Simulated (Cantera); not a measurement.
Feed: 1 mol FeS, 2.1 mol SO2, 7.2 mol N2, equilibrated at 725 K and 10.0 mbar.

Equilibrium computed with Cantera from the NASA thermochemical tables; the gas is ideal and each condensed phase is pure. Candidate condensed phases: Fe, FeO, FeS, FeSO4, FeS2, Fe2O3, Fe2(SO4)3, Fe3O4, S; 19 gas species. Gases not in the tables: S3 to S7. Equilibrium is a limit: real reactors are often held back by kinetics, nucleation or transport.

Q: What is the equilibrium state?

A: 
* **x(N2)**: 0.795
* **x(SO2)**: 0.204
* **x(S2)**: 0.000914
* **x(S2O)**: 5.24e-5
* **n(FeS2(s))**: 0.619 mol
* **n(Fe3O4(s))**: 0.127 mol
* **gas amount**: 9.054 mol
* **log10 activity of S(l) (absent)**: -1.82
* **log10 activity of FeSO4(s) (absent)**: -4.20
* **log10 activity of Fe(α) (absent)**: -6.08
